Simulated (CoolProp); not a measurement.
R407C at 298.15 K and 0.273 MPa is compressed adiabatically to 2.01 MPa with isentropic efficiency 0.6. Each further row changes one setting.

The numbers come from the reference Helmholtz-energy equation of state, Lemmon 2003 in CoolProp. It is a pseudo-pure fit of the blend.

```json
[
 {"case": "as stated", "work (kJ/kg)": "…", "final temperature (K)": "417.5", "final density (kg/m³)": "…"},
 {"case": "efficiency 1", "work (kJ/kg)": "…", "final temperature (K)": "…", "final density (kg/m³)": "63.4"},
 {"case": "efficiency 0.65", "work (kJ/kg)": "…", "final temperature (K)": "410.6", "final density (kg/m³)": "56.5"}
]
```

Problem. Fill in the missing entries.

Solution. 
- as stated, work (kJ/kg): 99.3
- as stated, final density (kg/m³): 55.2
- efficiency 1, work (kJ/kg): 59.6
- efficiency 1, final temperature (K): 381.5
- efficiency 0.65, work (kJ/kg): 91.7
